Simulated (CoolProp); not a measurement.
Properties of fluoroethane (R161) along the isobar 101 kPa (Tc = 375.2 K, pc = 5010 kPa, ω = 0.216).

Computed with CoolProp (reference Helmholtz-energy equation of state, Wu 2012).

```
T (K)  phase  density (kg/m³)  cp (kJ/(kg K))  speed of sound (m/s)  fugacity coefficient
-----  -----  ---------------  --------------  --------------------  --------------------
324      gas            1.823           1.332                 251.9                0.9884
330.6    gas            1.785               ?                 254.3                0.9892
337.2    gas            1.749               ?                 256.6                0.9899
343.8    gas            1.714           1.390                 259.0                0.9905
350.4    gas            1.681               ?                     ?                0.9911
357      gas            1.649           1.428                 263.6                0.9916
363.5    gas            1.619               ?                 265.8                0.9921
370.1    gas            1.589               ?                 268.0                0.9926
376.7    gas            1.561           1.486                 270.2                0.9930
```

Task: What belongs in the gaps?

Result: 
- 330.6, cp (kJ/(kg K)): 1.352
- 337.2, cp (kJ/(kg K)): 1.371
- 350.4, cp (kJ/(kg K)): 1.409
- 350.4, speed of sound (m/s): 261.3
- 363.5, cp (kJ/(kg K)): 1.447
- 370.1, cp (kJ/(kg K)): 1.466
